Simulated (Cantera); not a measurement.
An isothermal, constant-pressure homogeneous reactor starts with NH3 : N2 = 1 : 0.41 (molar parts), at 2000 K and 0.180 bar.

Detailed kinetics in Cantera: the gas-phase N/H chemistry of the illustrative SiF4/NH3 mechanism in the Surface Chemkin manual (1991). Walls and surfaces, which speed up NH3 decomposition in real reactors, are not modelled.

x: mole fraction; the columns are a selection and need not sum to one.

| t (s) | x NH3 | x NH | x N | x N2H2 | x H |
|---|---|---|---|---|---|
| 2.00e-6 | 0.709 | 6.77e-11 | <1e-12 | 7.43e-12 | 4.61e-7 |
| 1.18e-5 | 0.709 | 3.84e-9 | <1e-12 | … | 4.62e-7 |
| 6.93e-5 | 0.709 | 2.56e-7 | 2.28e-10 | … | 4.79e-7 |
| 0.000408 | 0.708 | 5.01e-6 | 8.47e-9 | … | 1.19e-6 |
| 0.00240 | 0.697 | 9.03e-6 | 6.39e-8 | … | 7.05e-6 |
| 0.0141 | 0.641 | 1.19e-5 | 3.13e-7 | … | 3.56e-5 |
| 0.0833 | 0.407 | 1.31e-5 | 7.11e-7 | … | 0.000165 |
| 0.490 | 0.0568 | 7.44e-6 | 8.91e-7 | … | 0.000671 |
| 2.89 | 0.000102 | 2.38e-7 | 1.22e-7 | 3.86e-11 | 0.00303 |
| 17.0 | 9.56e-6 | 2.24e-8 | 1.15e-8 | <1e-12 | 0.00304 |
| 100 | 1.75e-6 | 4.11e-9 | 2.11e-9 | <1e-12 | 0.00304 |

Some entries are withheld; supply them.


- 1.18e-5, x N2H2: 1.22e-9
- 6.93e-5, x N2H2: 8.18e-8
- 0.000408, x N2H2: 2.95e-6
- 0.00240, x N2H2: 5.97e-6
- 0.0141, x N2H2: 5.18e-6
- 0.0833, x N2H2: 2.69e-6
- 0.490, x N2H2: 2.52e-7
